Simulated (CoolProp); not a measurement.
A single-stage vapour-compression cycle with hydrogen sulfide: evaporating at 213.15 K (dew point), condensing at 234.15 K (bubble point), superheat 0 K, subcooling 2 K, compressor efficiency 0.85, no pressure losses. Each further row changes one setting.

Model: reference Helmholtz-energy equation of state, Lemmon 2006, in CoolProp. It is a short technical equation, of lower accuracy than the large ones.

```
case                              cooling COP  pressure ratio  discharge temperature (K)  refrigerating effect (kJ/kg)  volumetric capacity (kJ/m³)
--------------------------------  -----------  --------------  -------------------------  ----------------------------  ---------------------------
as stated                                7.90            2.60                      279.7                           508                         1030
evaporating temperature 218.15 K            …               …                      267.1                           512                            …
condensing temperature 229.15 K          10.6            2.11                      263.8                           518                         1050
subcooling 7 K                           8.05            2.60                      279.7                           518                         1050
superheat 10 K                              …            2.60                          …                           518                          999
compressor efficiency 0.75               6.97            2.60                      287.9                           508                         1030
```

**Question.** Fill in the missing entries.

**Answer.** 
- evaporating temperature 218.15 K, cooling COP: 10.9
- evaporating temperature 218.15 K, pressure ratio: 2.03
- evaporating temperature 218.15 K, volumetric capacity (kJ/m³): 1300
- superheat 10 K, cooling COP: 7.67
- superheat 10 K, discharge temperature (K): 292.7
